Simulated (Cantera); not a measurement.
## Low-pressure radical oxidation in H2/O2

An isothermal, constant-pressure homogeneous reactor starts with 0.646 % H2, 99.4 % O2, at 1275 K and 1.65 Torr.

Detailed kinetics in Cantera: the H2/O2 subset of GRI-Mech 3.0, which has no nitrogen chemistry. Radical loss at walls, strong at low pressure, is not modelled.

| t (s) | x H2 | x O2 | x H2O2 | x O | x H |
|---|---|---|---|---|---|
| 1.00e-5 | 0.00646 | 0.994 | <1e-12 | <1e-12 | 3.60e-11 |
| 4.57e-5 | 0.00646 | 0.994 | <1e-12 | 1.93e-11 | 1.50e-10 |
| 0.000209 | 0.00646 | 0.994 | <1e-12 | 3.10e-10 | 4.70e-10 |
| 0.000956 | 0.00646 | 0.994 | <1e-12 | 3.08e-9 | 8.74e-10 |
| 0.00437 | 0.00646 | 0.994 | 5.40e-12 | 2.88e-8 | 2.71e-9 |
| 0.0200 | 0.00645 | 0.994 | 9.63e-11 | 2.57e-6 | 1.74e-7 |
| 0.0915 | 3.20e-5 | 0.987 | 2.03e-9 | 0.00578 | 0.000176 |
| 0.418 | 1.73e-5 | 0.987 | 1.71e-9 | 0.00571 | 0.000158 |
| 1.91 | 1.57e-5 | 0.988 | 1.68e-9 | 0.00515 | 0.000135 |
| 8.75 | 1.05e-5 | 0.990 | 1.54e-9 | 0.00340 | 7.31e-5 |
| 40.0 | 3.09e-6 | 0.992 | 1.02e-9 | 0.000978 | 1.14e-5 |
x: mole fraction; the columns are a selection and need not sum to one.

Equilibrium at this temperature and pressure: H2 7.69e-9, O2 0.994, H2O2 1.37e-11, O 2.39e-6, H 1.39e-9 (gas phase only).
